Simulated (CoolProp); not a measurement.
A Linde-Hampson liquefier for carbon monoxide: isothermal reversible compression at 230 K from 1 atm to 10 MPa, throttling to 1 atm, return gas leaving the recuperator 2 K below the feed. Each further row changes one setting.

Values from CoolProp's reference Helmholtz-energy equation of state, Lemmon 2006. It is a short technical equation, of lower accuracy than the large ones.

```
case                        liquid yield per pass  compression work (kJ/kg of gas)
--------------------------  ---------------------  -------------------------------
as stated                                   0.105                              305
high pressure 20 MPa                        0.175                       (withheld)
warm-end temperature 260 K             (withheld)                              349
warm-end gap 7 K                       (withheld)                              305
```

Some entries are withheld; supply them.


- high pressure 20 MPa, compression work (kJ/kg of gas): 348
- warm-end temperature 260 K, liquid yield per pass: 0.072
- warm-end gap 7 K, liquid yield per pass: 0.092
